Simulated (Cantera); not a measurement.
Mixture: CH4 : CO : O2 : N2 = 1 : 0.18 : 4.98 : 18.7 (molar parts), at 1650 Torr, adiabatic and at constant pressure. Ignition delay is the time to a rise of 400 K.

Detailed kinetics in Cantera: GRI-Mech 3.0 (53 species, 325 reactions).

**Question.** What does this change do: N2 18.7 to 13 parts?

**Answer.** 
| quantity | before | after |
|---|---|---|
| delay at 1075 K | 99.6 ms | 74.9 ms |
| delay at 1275 K | 5.49 ms | 4.10 ms |
| delay at 1475 K | 0.589 ms | 0.453 ms |
| delay at 1675 K | 0.117 ms | 93.7 µs |
| apparent activation energy between 1575 and 1775 K | 160 kJ/mol | 160 kJ/mol |

**Question.** What does this change do: pressure from 1650 Torr to 3750 Torr?

**Answer.** 
```
quantity                                                before       after
--------------------------------------------------  ----------  ----------
delay at 1075 K                                        99.6 ms     44.7 ms
delay at 1275 K                                        5.49 ms     2.69 ms
delay at 1475 K                                       0.589 ms    0.308 ms
delay at 1675 K                                       0.117 ms     59.2 µs
apparent activation energy between 1575 and 1775 K  160 kJ/mol  170 kJ/mol
```

**Question.** What does this change do: pressure from 1650 Torr to 16500 Torr?

**Answer.** 
```json
[
 {"quantity": "delay at 1075 K", "before": "99.6 ms", "after": "11.2 ms"},
 {"quantity": "delay at 1275 K", "before": "5.49 ms", "after": "0.694 ms"},
 {"quantity": "delay at 1475 K", "before": "0.589 ms", "after": "91.1 µs"},
 {"quantity": "delay at 1675 K", "before": "0.117 ms", "after": "18.5 µs"},
 {"quantity": "apparent activation energy between 1575 and 1775 K", "before": "160 kJ/mol", "after": "170 kJ/mol"}
]
```
The pressure lies above the range GRI-Mech 3.0 was tuned for (to about 10 atm).
